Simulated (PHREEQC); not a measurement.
3.8 g of hydrous ferric oxide (600 m²/g; 0.2 weak and 0.005 strong sites per Fe, Dzombak-Morel constants, diffuse double layer) in 1 kg of water with 0.3 mol/kgw of an inert sodium salt, at 25 °C; the pH is set by adding NaOH or the inert anion's acid. Oxygen alone is held at its pressure in air (log pO2 = -0.68). The system is closed to CO2. No solid was allowed to form.

Base run: PHREEQC, ion-association model, wateq4f.dat. Each further column changes one thing. The table gives surface charge σ (C/m²).

| pH | base | background salt from 0.3 to 0.03 mol/kgw | oxide from 3.8 to 19 g/kgw | 0.0047 mol/kgw Ag2SO4 added |
|---|---|---|---|---|
| 3 | 0.368 | 0.352 | 0.368 | 0.142 |
| 3.67 | 0.360 | 0.309 | 0.360 | 0.141 |
| 4.33 | 0.331 | 0.237 | 0.333 | 0.138 |
| 5.67 | 0.191 | 0.099 | 0.192 | 0.106 |
| 6.33 | 0.121 | 0.056 | 0.122 | 0.079 |
| 7 | 0.066 | 0.028 | 0.067 | 0.050 |
| 7.67 | 0.024 | 0.010 | 0.024 | 0.018 |
| 8.33 | -0.012 | -0.005 | -0.012 | -0.008 |
| 9.67 | -0.101 | -0.045 | -0.102 | -0.028 |
| 10.33 | -0.166 | -0.083 | -0.167 | -0.031 |
| 11 | -0.244 | -0.139 | -0.246 | -0.032 |

The oxide is taken as insoluble; below pH 4 it would dissolve. In at least one series the solution becomes supersaturated in solids that the run did not let form, among them Ag2O.
